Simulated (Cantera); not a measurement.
An isothermal, constant-pressure homogeneous reactor starts with 14.8 % H₂, 18.5 % O₂, 66.7 % N₂, at 1025 K and 20000 Pa.

Computed with Cantera and the H2/O2 subset of GRI-Mech 3.0, which has no nitrogen chemistry. The temperature is held fixed by assumption; the heat of reaction is taken as removed at once.

One state of this run: x H₂ = 0.000171; x O₂ = 0.120; x H = 1.83e-6; x H₂O₂ = 8.51e-7; x O = 1.35e-5. x: mole fraction; the columns are a selection and need not sum to one.

**Question.** Which value of t (s) does it belong to?
(A) 0.00200
(B) 0.000423
(C) 1.00
(D) 0.00946

**Answer.** D, 0.00946
